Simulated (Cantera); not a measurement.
A Cantera script and its output.

```python
import numpy as np
import cantera as ct

gas = ct.Solution("gri30.yaml")
gas.TPX = 698, 47000, {'CH4': 1, 'C2H6': 0.034, 'O2': 2.68, 'N2': 10.1, 'H2': 0.11}
flame = ct.FreeFlame(gas, width=0.068)
flame.set_refine_criteria(ratio=3, slope=0.08, curve=0.16)
flame.transport_model = "mixture-averaged"
flame.solve(loglevel=0, auto=True)
z, T = flame.grid, flame.T
thick = (T[-1] - T[0]) / np.gradient(T, z).max()
show = ['CH4', 'C2H6', 'O2', 'H2O2', 'H', 'H2O']
print(f"laminar burning velocity  {flame.velocity[0] * 100:.3f} cm/s")
print(f"burnt temperature         {T[-1]:.1f} K")
print(f"thermal thickness         {thick * 1e3:.4f} mm")
print(f"grid points               {len(z)}")
z0 = z[flame.heat_release_rate.argmax()]
print(f"{'z/mm':>9s}{'T/K':>9s}{'u/(m/s)':>9s}" + "".join(f"{s:>11s}" for s in show))
rows = []
for k in (-3, -2, -1.5, -1, -0.5, -0.25, 0, 0.25, 0.5, 1, 2, 4, 8):
    zz = z0 + k * thick
    rows.append([k * thick, np.interp(zz, z, T), np.interp(zz, z, flame.velocity),
                 *(np.interp(zz, z, flame.X[gas.species_index(s)]) for s in show)])
    print(f"{rows[-1][0] * 1e3:9.3f}{rows[-1][1]:9.1f}{rows[-1][2]:9.3f}" + "".join(f"{x:11.3e}" for x in rows[-1][3:]))
```

Output:

```
laminar burning velocity  197.454 cm/s
burnt temperature         2266.9 K
thermal thickness         0.6140 mm
grid points               155
     z/mm      T/K  u/(m/s)        CH4       C2H6         O2       H2O2          H        H2O
   -1.842    698.1    1.976  7.178e-02  2.441e-03  1.924e-01  6.120e-09  5.567e-10  1.905e-05
   -1.228    698.9    1.979  7.166e-02  2.439e-03  1.922e-01  7.348e-08  3.828e-08  1.772e-04
   -0.921    702.1    1.991  7.137e-02  2.435e-03  1.918e-01  3.419e-07  4.929e-07  7.347e-04
   -0.614    730.2    2.077  6.949e-02  2.421e-03  1.895e-01  1.862e-06  1.035e-05  4.681e-03
   -0.307    981.9    2.822  5.435e-02  2.260e-03  1.695e-01  5.625e-06  2.734e-04  3.329e-02
   -0.153   1322.3    3.840  3.220e-02  1.243e-03  1.364e-01  5.697e-06  1.261e-03  6.993e-02
    0.000   1673.5    4.904  8.994e-03  1.032e-04  9.355e-02  1.157e-06  4.077e-03  1.093e-01
    0.153   1824.7    5.360  9.302e-04  6.708e-07  6.632e-02  3.196e-07  7.298e-03  1.290e-01
    0.307   1863.5    5.463  5.161e-05  1.127e-09  5.578e-02  2.396e-07  9.058e-03  1.336e-01
    0.614   1903.0    5.552  1.892e-07  2.564e-14  4.978e-02  2.148e-07  9.805e-03  1.338e-01
    1.228   1957.2    5.680  3.879e-11  6.066e-20  4.659e-02  1.757e-07  8.782e-03  1.345e-01
    2.456   2027.0    5.855  4.745e-17  1.264e-27  4.448e-02  1.341e-07  6.380e-03  1.382e-01
    4.912   2106.5    6.052  4.271e-18  2.175e-30  4.241e-02  9.956e-08  3.821e-03  1.431e-01
```

Detailed kinetics in Cantera: GRI-Mech 3.0 (53 species, 325 reactions). Burning velocities carry a grid error of a few per cent, more on coarse grids.
